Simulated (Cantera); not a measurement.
An adiabatic, constant-volume homogeneous reactor starts with 12.8 % CH₄, 1.12 % C₂H₆, 17.4 % O₂, 65.1 % N₂, 3.70 % H₂O, at 1100 K and 3750 Torr.

Model: GRI-Mech 3.0 (53 species, 325 reactions), integrated in Cantera.

Q: Predict: time of steepest temperature rise; temperature at 0.500 s; equilibrium temperature; x(O₂) at 0.500 s; x(H₂O) at 0.500 s; x(O) at 0.500 s; x(OH) at 0.500 s.

A: 
```json
{
  "time_of_steepest_temperature_rise": "6.47 ms",
  "temperature at 0.500 s": "2666 K",
  "equilibrium_temperature": "2666 K",
  "x(O₂) at 0.500 s": "3.27e-5 (gas-phase equilibrium 3.27e-5)",
  "x(H₂O) at 0.500 s": "0.178 (gas-phase equilibrium 0.178)",
  "x(O) at 0.500 s": "4.84e-5 (gas-phase equilibrium 4.84e-5)",
  "x(OH) at 0.500 s": "0.00182 (gas-phase equilibrium 0.00182)"
}
```
